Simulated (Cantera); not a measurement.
Input (Python, Cantera):

```python
import numpy as np
import cantera as ct

gas = ct.Solution("gri30.yaml")


def delay(T, t_max=10):
    gas.TPX = T, 1000000, {'C3H8': 1, 'O2': 5.56, 'N2': 20.9, 'H2O': 1.4}
    reactor = ct.IdealGasConstPressureReactor(gas, clone=False)
    net = ct.ReactorNet([reactor])
    net.rtol, net.atol = 1e-8, 1e-16
    while net.time < t_max:
        t_old, T_old = net.time, reactor.T
        net.step()
        if reactor.T > T + 400:  # ignition: a rise of 400 K
            return t_old + (T + 400 - T_old) / (reactor.T - T_old) * (net.time - t_old)
    return np.nan


taus = []
for T in [1250, 1350, 1450, 1550, 1650, 1750, 1850, 1950]:
    taus.append(delay(T))
    print(f"T0 = {T:6g} K   tau = {taus[-1]:.4e} s")
```

Result:

```
T0 =   1250 K   tau = 6.9086e-04 s
T0 =   1350 K   tau = 1.4111e-04 s
T0 =   1450 K   tau = 3.7118e-05 s
T0 =   1550 K   tau = 1.2699e-05 s
T0 =   1650 K   tau = 5.4726e-06 s
T0 =   1750 K   tau = 2.8434e-06 s
T0 =   1850 K   tau = 1.7075e-06 s
T0 =   1950 K   tau = 1.1438e-06 s
```

Detailed kinetics in Cantera: GRI-Mech 3.0 (53 species, 325 reactions). GRI-Mech 3.0 was tuned for natural gas; its chemistry of propane as a main component is partial and can be far from experiment.
